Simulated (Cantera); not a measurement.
A Cantera script and its output.

```python
import numpy as np
import cantera as ct

gas = ct.Solution("gri30.yaml")
gas.TPX = 500, 500000, {'CH4': 1, 'CO': 0.034, 'O2': 3.1, 'N2': 11.7, 'CO2': 0.42}
inlet = ct.Reservoir(gas, clone=True)
gas.equilibrate("HP")  # start burning
reactor = ct.IdealGasConstPressureReactor(gas, energy="on", clone=False)
exhaust = ct.Reservoir(gas, clone=True)
tau = [0.19, 0.07, 0.026, 0.0094, 0.0035, 0.0013, 0.00047, 0.00017, 6.3e-05, 2.3e-05, 8.5e-06, 3.1e-06][0]
for a, b in ((inlet, reactor), (reactor, exhaust)):
    ct.MassFlowController(a, b, mdot=lambda t: reactor.mass / tau)
net = ct.ReactorNet([reactor])
show = ['CH4', 'CO', 'O2', 'O', 'C2H']

rows = []
print(f"{'tau/s':>10s}{'T/K':>9s}" + "".join(f"{s:>11s}" for s in show))
for tau in [0.19, 0.07, 0.026, 0.0094, 0.0035, 0.0013, 0.00047, 0.00017, 6.3e-05, 2.3e-05, 8.5e-06, 3.1e-06]:
    net.initial_time = 0.0
    net.advance(30 * tau)
    before = gas.X
    net.advance(40 * tau)
    drift = np.max(np.abs(gas.X - before) / (gas.X + 1e-9))
    rows.append([gas.T, *gas[show].X, drift])
    print(f"{tau:10.3e}{gas.T:9.1f}" + "".join(f"{x:11.3e}" for x in gas[show].X))
```

Output:

```
     tau/s      T/K        CH4         CO         O2          O        C2H
 1.900e-01   1861.3  2.603e-06  1.114e-04  6.657e-02  3.050e-05  1.580e-13
 7.000e-02   1860.3  6.120e-06  1.858e-04  6.660e-02  3.891e-05  8.291e-13
 2.600e-02   1858.2  1.313e-05  3.445e-04  6.666e-02  5.728e-05  3.404e-12
 9.400e-03   1854.0  2.701e-05  6.777e-04  6.680e-02  9.563e-05  1.157e-11
 3.500e-03   1846.3  5.306e-05  1.321e-03  6.709e-02  1.660e-04  3.202e-11
 1.300e-03   1832.3  1.051e-04  2.583e-03  6.774e-02  2.900e-04  7.825e-11
 4.700e-04   1805.1  2.225e-04  5.166e-03  6.919e-02  4.913e-04  1.790e-10
 1.700e-04   1749.1  5.576e-04  1.074e-02  7.276e-02  7.031e-04  4.164e-10
 6.300e-05    500.0  6.152e-02  2.092e-03  1.907e-01  4.966e-21  1.830e-45
 2.300e-05    500.0  6.152e-02  2.092e-03  1.907e-01  2.623e-21  1.260e-48
 8.500e-06    500.0  6.152e-02  2.092e-03  1.907e-01  1.240e-21  7.696e-50
 3.100e-06    500.0  6.152e-02  2.092e-03  1.907e-01  5.022e-22  2.183e-51
```

Model: GRI-Mech 3.0 (53 species, 325 reactions), integrated in Cantera.
